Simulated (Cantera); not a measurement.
Feed: 1 mol CHF₃, 2 mol F₂, a varied amount of H₂, equilibrated at 1875 °C and 100000 Pa.

Cantera equilibrium calculation (NASA polynomials, part measured and part estimated; ideal gas, pure solids and liquids). Candidate condensed phases: C, C₆H₆, C₇H₈, C₈H₁₈; 95 gas species. Gases not in the tables: C₂F₆ and larger saturated fluorocarbons. Equilibrium is a limit: real reactors are often held back by kinetics, nucleation or transport.

Which condensed phases are stable at each of these points (n(H₂) (mol)): 0.087, 0.19, 0.42, 0.93, 2.1, 4.5, 10?


```
n(H₂) (mol)  condensed phases  C condensed (%)
-----------  ----------------  ---------------
0.087                gas only              0.0
0.19                 gas only              0.0
0.42                 gas only              0.0
0.93                 gas only              0.0
2.1               C(graphite)             52.5
4.5               C(graphite)             99.4
10                C(graphite)             97.2
```

From 0.087 mol H₂ to 0.93 mol H₂ nothing is condensed. From 2.1 mol H₂ to 10 mol H₂ the condensed part is C(graphite).
